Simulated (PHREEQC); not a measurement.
# Spent oxide etchant (model solution)

Consider water at 16 °C with 0.001 mol NH4HF2, 0.033 mol (NH4)2SiF6, 0.013 mol H3AsO4 and 0.0038 mol H2SO4 per kg of water. Closed to the air; pH follows from the charge balance.

All values are PHREEQC results (ion-association model, wateq4f.dat), not measurements.

This is a speciation only: nothing precipitates in the calculation.

Problem. Estimate the pH.

Solution. pH 2.04.

Problem. In which forms is Si present?

Solution. SiF6-2 99 %, H4SiO4 1.2 % of the Si.

Examples of supersaturated solids here: Quartz (slow to form), Chalcedony (slow to form). Others may be too. Complexes and solids missing from the database can't appear. SiF6-2 is the database's only silicon fluoride.
